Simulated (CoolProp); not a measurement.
Values from CoolProp's reference Helmholtz-energy equation of state, Schroeder 2014.

### Question
Give the vapour pressure (MPa), enthalpy of vaporisation (kJ/kg), vapour Z, surface tension (mN/m) of saturated ethanol at 130.55, 172.75 °C.

### Answer
| T (°C) | p (MPa) | enthalpy of vaporisation (kJ/kg) | vapour Z | surface tension (mN/m) |
|---|---|---|---|---|
| 130.55 | 0.582 | 742 | 0.899 | 11.5 |
| 172.75 | 1.69 | 615 | 0.800 | 7.29 |

Surface tension comes from a separate correlation (Mulero 2012).
